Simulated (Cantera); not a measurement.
Input: 1 mol CH₃OH, 0.47 mol O₂, 6.7 mol N₂, equilibrated at 1425 K and 0.100 bar.

These are equilibrium values from Cantera (NASA tables, ideal gas, pure condensed phases), not measurements of a reactor. Candidate condensed phases: C, C₆H₆, C₇H₈, C₈H₁₈, H₂O; 136 gas species. The numbers say what is thermodynamically allowed, not how fast it happens.

Q: What is the equilibrium state?

A: x(N₂): 0.691
x(H₂): 0.130
x(CO): 0.0821
x(H₂O): 0.0759
x(CO₂): 0.0210
x(H): 7.79e-6
gas amount: 9.700 mol
log10 activity of C(graphite) (absent): -4.37
